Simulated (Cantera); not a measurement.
Diamond growth

A diamond (100) surface in a fixed gas of H2 with x(CH4) = 0.017, x(CH3) = 0.00026, at 1150 K, 0.150 bar; coverages are run to steady state.

Cantera simulation using the Harris–Goodwin 1993 mechanism for the reconstructed diamond (100) surface; the numbers are that mechanism's predictions, not measurements.

```
x(H)     growth (µm/h)  θ c6HH  θ c6H*  θ c6*H   θ c6**    θ c6HM
-------  -------------  ------  ------  ------  -------  --------
0.0001            1.37   0.582  0.0245   0.348  0.00454    0.0234
0.00025           3.77   0.513  0.0284   0.402  0.00952    0.0277
0.00063           8.77   0.479  0.0303   0.430   0.0152    0.0276
0.0016            16.6   0.468  0.0315   0.446   0.0196    0.0217
0.0039            24.8   0.467  0.0323   0.456   0.0221    0.0136
0.0099            31.0   0.469  0.0330   0.463   0.0235   0.00678
0.025             34.5   0.471  0.0338   0.466   0.0243   0.00300
0.062             36.2   0.471  0.0351   0.467   0.0248   0.00127
0.16              37.6   0.471  0.0382   0.464   0.0256  0.000512
```
θ: site fractions in the mechanism's names (c6HH fully hydrogenated, c6H* and c6*H radical sites, c6** diradical, c6HM methylated).
